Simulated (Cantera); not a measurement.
A closed system holds: 1 mol Fe₃O₄, 0.99 mol Cl₂, 0.059 mol N₂, held at 10.0 Torr.

Method: chemical equilibrium by Gibbs-energy minimisation in Cantera with the NASA 1993 tables (ideal gas, pure condensed phases). Candidate condensed phases: Fe, FeCl₂, FeCl₃, FeO, Fe₂O₃, Fe₃O₄; 19 gas species. Kinetics and transport are ignored.

Which condensed phases are stable at each of these points (T (K)): 998, 1073, 1148, 1223, 1298, 1373, 1448, 1523, 1598, 1673?


```
T (K)  condensed phases  Fe condensed (%)
-----  ----------------  ----------------
998            Fe₂O₃(s)              88.8
1073           Fe₂O₃(s)              88.4
1148           Fe₂O₃(s)              87.1
1223           Fe₂O₃(s)              84.4
1298           Fe₂O₃(s)              80.5
1373           Fe₂O₃(s)              76.1
1448           Fe₂O₃(s)              72.7
1523           Fe₃O₄(s)              71.4
1598           Fe₃O₄(s)              70.7
1673           Fe₃O₄(s)              70.5
```

From 998 K to 1448 K the condensed part is Fe₂O₃(s). From 1523 K to 1673 K the condensed part is Fe₃O₄(s).
